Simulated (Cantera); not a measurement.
Thermodynamics of silicon oxide and oxynitride deposition, feed Si2H6 + CO2 + H2

Input: 1 mol Si2H6, 25 mol CO2, 0.57 mol H2, equilibrated at 975 K and 0.000290 bar.

Equilibrium computed with Cantera from the NASA thermochemical tables; the gas is ideal and each condensed phase is pure. Candidate condensed phases: C, C6H6, C7H8, C8H18, H2O, Si, SiC, SiO2; 123 gas species. The feed counts by its element totals alone. Kinetics and transport are ignored.

```
Quantity                                    Value
--------------------------------------  ---------
x(CO2)                                      0.654
x(CO)                                       0.221
x(H2O)                                     0.0811
x(H2)                                      0.0438
n(SiO2(β-quartz))                        2.00 mol
gas amount                              28.57 mol
log10 activity of C(graphite) (absent)      -4.68
log10 activity of Si(s) (absent)           -19.11
```
